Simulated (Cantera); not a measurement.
An isothermal, constant-pressure homogeneous reactor starts with 24.2 % H2, 75.8 % O2, at 1375 K and 0.0132 atm.

Model: the H2/O2 subset of GRI-Mech 3.0, which has no nitrogen chemistry, integrated in Cantera. Radical loss at walls, strong at low pressure, is not modelled. The temperature is held fixed by assumption; the heat of reaction is taken as removed at once.

Question: Predict: x(H2) at 2.00 s; x(O2) at 2.00 s; x(OH) at 2.00 s; x(H) at 2.00 s; x(H2O) at 2.00 s.

Answer: 
```
Item                                                 Result
----------------  -----------------------------------------
x(H2) at 2.00 s     3.01e-6 (gas-phase equilibrium 8.64e-7)
x(O2) at 2.00 s         0.724 (gas-phase equilibrium 0.724)
x(OH) at 2.00 s   0.000297 (gas-phase equilibrium 0.000159)
x(H) at 2.00 s      1.79e-7 (gas-phase equilibrium 2.78e-8)
x(H2O) at 2.00 s        0.276 (gas-phase equilibrium 0.276)
```
